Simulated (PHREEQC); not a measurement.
A solution holds 0.0039 mol/kgw CdSO4, 0.00083 mol/kgw H3BO3 and 4.1e-05 mol/kgw MnSO4, at 50 °C. Closed to the air; pH follows from the charge balance.

Model: ion-association model, phreeqc.dat, run in PHREEQC.

```json
{
 "pH": "5.95",
 "ionic_strength": "0.0114 mol/kgw",
 "specific_conductance": "1060 µS/cm"
}
```

```tsv
species	molality	activity	log γ
SO4-2	0.00281	0.00180	-0.194
Cd+2	0.00281	0.00178	-0.199
CdSO4	0.00106	0.00106	0.001
H3BO3	0.000829	0.000831	0.001
Mn+2	3.10e-5	2.01e-5	-0.188
Cd(SO4)2-2	2.88e-5	1.82e-5	-0.199
MnSO4	9.97e-6	1.00e-5	0.001
H+	1.23e-6	1.11e-6	-0.043
CdOH+	8.23e-7	7.34e-7	-0.050
H2BO3-	7.33e-7	6.54e-7	-0.050
HSO4-	3.96e-7	3.54e-7	-0.050
OH-	5.52e-8	4.91e-8	-0.051
```

No solid was allowed to form. Constants without temperature data keep their 25 °C values here.
